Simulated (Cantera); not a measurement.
Input (Python, Cantera):

```python
import numpy as np
import cantera as ct

gas = ct.Solution("gri30.yaml")


def delay(T, t_max=10):
    gas.TPX = T, 1100000, {'CH4': 1, 'CO': 0.44, 'O2': 2.22, 'N2': 8.35, 'H2O': 3.5}
    reactor = ct.IdealGasConstPressureReactor(gas, clone=False)
    net = ct.ReactorNet([reactor])
    net.rtol, net.atol = 1e-8, 1e-16
    while net.time < t_max:
        t_old, T_old = net.time, reactor.T
        net.step()
        if reactor.T > T + 400:  # ignition: a rise of 400 K
            return t_old + (T + 400 - T_old) / (reactor.T - T_old) * (net.time - t_old)
    return np.nan


taus = []
for T in [1198, 1248, 1298, 1348, 1398, 1448, 1498, 1548, 1598]:
    taus.append(delay(T))
    print(f"T0 = {T:6g} K   tau = {taus[-1]:.4e} s")
```

It prints:

```
T0 =   1198 K   tau = 7.7887e-03 s
T0 =   1248 K   tau = 4.0738e-03 s
T0 =   1298 K   tau = 2.2316e-03 s
T0 =   1348 K   tau = 1.2678e-03 s
T0 =   1398 K   tau = 7.4045e-04 s
T0 =   1448 K   tau = 4.4145e-04 s
T0 =   1498 K   tau = 2.6747e-04 s
T0 =   1548 K   tau = 1.6436e-04 s
T0 =   1598 K   tau = 1.0248e-04 s
```

Model: GRI-Mech 3.0 (53 species, 325 reactions), integrated in Cantera.
